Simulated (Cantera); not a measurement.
Ignition delay

Mixture: 17.4 % CH4, 15.8 % O2, 59.6 % N2, 6.27 % H2O, 0.871 % C2H6, equivalence ratio 2.4, at 1.01 bar, adiabatic and at constant volume. Ignition delay is the time to a rise of 400 K.

Cantera simulation using GRI-Mech 3.0 (53 species, 325 reactions); the numbers are that mechanism's predictions, not measurements.

```csv
T0 (K),delay (ms)
1100,65.6
1150,36.6
1200,20.5
1250,11.5
1300,6.39
1350,3.57
1400,2.00
```

The apparent activation energy between 1300 and 1400 K is 180 kJ/mol.
